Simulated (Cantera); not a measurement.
Cantera run, input and output.

```python
import numpy as np
import cantera as ct

gas = ct.Solution("h2o2.yaml")
gas.TPX = 525, 56000, {'H2': 1, 'O2': 0.877, 'N2': 3.3}
flame = ct.FreeFlame(gas, width=0.06)
flame.set_refine_criteria(ratio=3, slope=0.08, curve=0.16)
flame.transport_model = "unity-Lewis-number"
flame.solve(loglevel=0, auto=True)
z, T = flame.grid, flame.T
thick = (T[-1] - T[0]) / np.gradient(T, z).max()
show = ['H2', 'O2', 'H', 'O', 'OH', 'HO2']
print(f"laminar burning velocity  {flame.velocity[0] * 100:.3f} cm/s")
print(f"burnt temperature         {T[-1]:.1f} K")
print(f"thermal thickness         {thick * 1e3:.4f} mm")
print(f"grid points               {len(z)}")
z0 = z[flame.heat_release_rate.argmax()]
print(f"{'z/mm':>9s}{'T/K':>9s}{'u/(m/s)':>9s}" + "".join(f"{s:>11s}" for s in show))
rows = []
for k in (-3, -2, -1.5, -1, -0.5, -0.25, 0, 0.25, 0.5, 1, 2, 4, 8):
    zz = z0 + k * thick
    rows.append([k * thick, np.interp(zz, z, T), np.interp(zz, z, flame.velocity),
                 *(np.interp(zz, z, flame.X[gas.species_index(s)]) for s in show)])
    print(f"{rows[-1][0] * 1e3:9.3f}{rows[-1][1]:9.1f}{rows[-1][2]:9.3f}" + "".join(f"{x:11.3e}" for x in rows[-1][3:]))
```

Result:

```
laminar burning velocity  241.228 cm/s
burnt temperature         1961.8 K
thermal thickness         0.6051 mm
grid points               102
     z/mm      T/K  u/(m/s)         H2         O2          H          O         OH        HO2
   -1.815    525.0    2.412  1.932e-01  1.694e-01  1.200e-12  3.402e-11  7.139e-13  1.031e-08
   -1.210    525.1    2.413  1.932e-01  1.694e-01  4.481e-11  1.257e-09  2.680e-11  1.562e-07
   -0.908    525.3    2.414  1.931e-01  1.694e-01  5.072e-10  1.373e-08  3.090e-10  9.608e-07
   -0.605    528.3    2.427  1.928e-01  1.692e-01  1.734e-08  2.842e-07  1.134e-08  9.827e-06
   -0.303    600.7    2.747  1.845e-01  1.653e-01  7.709e-05  2.854e-05  3.820e-05  1.528e-04
   -0.151    834.7    3.761  1.516e-01  1.504e-01  3.498e-03  5.693e-04  5.279e-04  1.237e-04
    0.000   1179.5    5.197  7.590e-02  1.158e-01  2.190e-02  5.468e-03  3.286e-03  6.172e-05
    0.151   1409.4    6.110  2.593e-02  8.934e-02  2.875e-02  1.213e-02  7.595e-03  3.778e-05
    0.303   1531.9    6.579  1.533e-02  8.230e-02  2.256e-02  1.305e-02  9.465e-03  2.893e-05
    0.605   1660.6    7.061  1.134e-02  7.983e-02  1.352e-02  1.051e-02  1.057e-02  2.150e-05
    1.210   1775.6    7.482  7.771e-03  7.884e-02  6.556e-03  6.979e-03  1.038e-02  1.469e-05
    2.420   1863.4    7.799  4.393e-03  7.865e-02  2.488e-03  3.841e-03  8.778e-03  8.677e-06
    4.841   1917.4    7.992  2.075e-03  7.899e-02  7.575e-04  1.789e-03  6.470e-03  4.539e-06
```

Computed with Cantera and the H2/O2 subset of GRI-Mech 3.0, which has no nitrogen chemistry. Unity Lewis numbers drop preferential diffusion, which matters most where H2 and H carry the flame. Burning velocities carry a grid error of a few per cent, more on coarse grids. Lean hydrogen flames are cellular in practice and burn faster than this planar one.
